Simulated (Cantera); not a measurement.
**Moist CO burnout**

An isothermal, constant-pressure homogeneous reactor starts with 0.641 % CO, 2.08 % O₂, 7.04 % H₂O, 90.2 % N₂, at 1200 K and 10.0 bar.

Detailed kinetics in Cantera: GRI-Mech 3.0 (53 species, 325 reactions).

```
t (s)         x CO    x O₂   x H₂O     x OH      x H₂
--------  --------  ------  ------  -------  --------
5.00e-5    0.00641  0.0208  0.0704  1.82e-9  5.64e-10
0.000148   0.00641  0.0208  0.0704  4.25e-9   4.04e-9
0.000439   0.00641  0.0208  0.0704  2.36e-8   4.56e-8
0.00130    0.00635  0.0207  0.0704  9.43e-7   3.44e-6
0.00385    0.00562  0.0204  0.0704  1.43e-6   3.44e-5
0.0114     0.00401  0.0196  0.0704  1.23e-6   4.53e-5
0.0338     0.00189  0.0185  0.0705  8.62e-7   2.46e-5
0.100     0.000493  0.0179  0.0706  5.09e-7   7.37e-6
0.296      4.98e-5  0.0176  0.0706  3.45e-7   9.70e-7
0.877      3.16e-8  0.0176  0.0706  7.20e-7   2.79e-9
2.60      2.69e-10  0.0176  0.0706  7.64e-7   2.15e-9
7.70      2.69e-10  0.0176  0.0706  7.64e-7   2.15e-9
22.8      2.69e-10  0.0176  0.0706  7.64e-7   2.15e-9
67.5      2.69e-10  0.0176  0.0706  7.64e-7   2.15e-9
200       2.69e-10  0.0176  0.0706  7.64e-7   2.15e-9
```
x: mole fraction; the columns are a selection and need not sum to one.

Equilibrium at this temperature and pressure: CO 2.69e-10, O₂ 0.0176, H₂O 0.0706, OH 7.63e-7, H₂ 2.15e-9 (gas phase only).
